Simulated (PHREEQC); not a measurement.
Dissolve 0.0025 mol CuCl2, 0.2 mol H2SO4 and 0.00034 mol KCl per kg of water at 25 °C. Closed to the air; pH follows from the charge balance.

Equilibrium calculation in PHREEQC: ion-association model, phreeqc.dat.

Precipitation was switched off in this run.

### Question
Order these S species by the share of S that they hold, largest first: HSO4-, SO4-2, CuSO4.

### Answer
HSO4- (86 %), SO4-2 (14 %), CuSO4 (0.37 %)

The pH is 0.75 and the ionic strength 0.261 mol/kgw.
